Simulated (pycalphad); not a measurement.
All values are pycalphad results on the COST 507 light-alloy database (1999) (1 atm), not direct measurements. The database dates from 1999; later assessments differ in places, in temperatures and in the compounds included. Phase fractions are per mole of atoms.

### Question
Give the equilibrium state of Al-14.35Si-0.77C (at.%) at 1550 K.

### Answer
```
T = 1550.00 K, P = 101325 Pa, N = 1 mol of atoms
G = -89498 J/mol, H = 50848 J/mol, S = 90.55 J/(mol K)  (SER reference)
chemical potentials (J/mol): Al -89507, Si -90684, C -66467
phase             fraction      x(Al)      x(Si)       x(C)
LIQUID              0.9828     0.8549     0.1449   0.000177
AL8SIC7             0.0172     0.5000     0.0625     0.4375
```

### Question
Give the equilibrium state of Al-14.35Si-0.77C (at.%) at 1850 K.

### Answer
liquid, fraction 0.992, with 14.5 Si, 0.44 C at.%; AL4C3, fraction 0.008, with 0.94 Si, 42.9 C at.%.

Database names, with the compositions (at.%) that they take in these runs: AL4C3: Al 56 C 43 Si 1; AL8SIC7: Al 50 C 44 Si 6.
